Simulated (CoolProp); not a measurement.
The fluid at 293.15 K and 12.5 MPa flows at 4 m/s in a round tube of 50 mm bore and 0.25 µm roughness, fully developed (64/Re and Nu = 3.66 if laminar; Colebrook and Gnielinski if turbulent). The same conditions are run with several fluids, on thermodynamics alone (safety and materials aside).

Model: reference Helmholtz-energy equation of state of each fluid (sulfur hexafluoride: Guder 2009; n-pentane: Thol 2019; R11: Jacobsen 1992; n-decane: Lemmon 2006; C3F8 (R218): Lemmon 2006), in CoolProp.

```json
[
 {"fluid": "sulfur hexafluoride", "Reynolds number": "1640000", "Darcy friction factor": "(withheld)", "pressure drop (Pa/m)": "2740", "heat-transfer coefficient (W/(m² K))": "5690", "mass flow (kg/h)": "(withheld)"},
 {"fluid": "n-pentane", "Reynolds number": "575000", "Darcy friction factor": "0.0129", "pressure drop (Pa/m)": "1320", "heat-transfer coefficient (W/(m² K))": "5150", "mass flow (kg/h)": "18100"},
 {"fluid": "R11", "Reynolds number": "588000", "Darcy friction factor": "0.0129", "pressure drop (Pa/m)": "3120", "heat-transfer coefficient (W/(m² K))": "4320", "mass flow (kg/h)": "(withheld)"},
 {"fluid": "n-decane", "Reynolds number": "140000", "Darcy friction factor": "0.0168", "pressure drop (Pa/m)": "1990", "heat-transfer coefficient (W/(m² K))": "(withheld)", "mass flow (kg/h)": "20900"},
 {"fluid": "C3F8 (R218)", "Reynolds number": "1130000", "Darcy friction factor": "0.0115", "pressure drop (Pa/m)": "2700", "heat-transfer coefficient (W/(m² K))": "4630", "mass flow (kg/h)": "41500"}
]
```

**Question.** Some entries are withheld; supply them.

**Answer.** 
- sulfur hexafluoride, Darcy friction factor: 0.0109
- sulfur hexafluoride, mass flow (kg/h): 44500
- R11, mass flow (kg/h): 42900
- n-decane, heat-transfer coefficient (W/(m² K)): 3150

Transport values come from each fluid's own correlations; those of n-pentane, R11, C3F8 (R218) are estimates that may be off by 10 % or more.
